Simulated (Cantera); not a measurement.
# SiCl4 + Cl2 + H2 (chlorosilane synthesis and conversion)

Input: 1 mol SiCl4, 1.2 mol Cl2, 18 mol H2, at 1175 K and 1.00 bar.

Equilibrium computed with Cantera from the NASA thermochemical tables; the gas is ideal and each condensed phase is pure. Candidate condensed phases: Si; 19 gas species. The tables' values for SiCl3 are old estimates; treat these amounts as uncertain. The numbers say what is thermodynamically allowed, not how fast it happens.

```json
{
  "x(H2)": "0.824",
  "x(HCl)": "0.127",
  "x(SiCl4)": "0.0419",
  "x(SiHCl3)": "0.00643",
  "x(SiCl3)": "0.000832",
  "x(SiCl2)": "0.000162",
  "x(SiH2Cl2)": "0.000127",
  "gas_amount": "20.21 mol",
  "log10 activity of Si(s) (absent)": "-2.44"
}
```
